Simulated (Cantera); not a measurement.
Feed: 1 mol Ta, 1.5 mol CO2, equilibrated at 675 °C and 4730 Torr.

These are equilibrium values from Cantera (NASA tables, ideal gas, pure condensed phases), not measurements of a reactor. Candidate condensed phases: C, Ta, TaC, Ta2O5; 15 gas species. Rates play no part.

Base state: CO2 0.741, CO 0.259 (mole fractions); condensed: C(graphite) + Ta2O5(s).

What changes in the equilibrium state with this change: temperature from 675 °C to 625 °C?


```tsv
species	before	after
CO2	0.741	0.849
CO	0.259	0.151
C(graphite), mol	1.21	1.23
Ta2O5(s), mol	0.500	0.500
```
